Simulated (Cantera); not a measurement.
An isothermal, constant-pressure homogeneous reactor starts with 61.3 % NO, 38.7 % N2, at 2148 K and 39.0 Torr.

Detailed kinetics in Cantera: GRI-Mech 3.0 (53 species, 325 reactions).

One state of this run: x NO = 0.112; x N2O = 3.44e-6; x NO2 = 3.78e-5; x N2 = 0.636; x O = 0.00427; x O2 = 0.248. x: mole fraction; the columns are a selection and need not sum to one.

Q: Which value of t (s) does it belong to?
(A) 0.000100
(B) 0.0454
(C) 0.154
(D) 1.78

A: D, 1.78
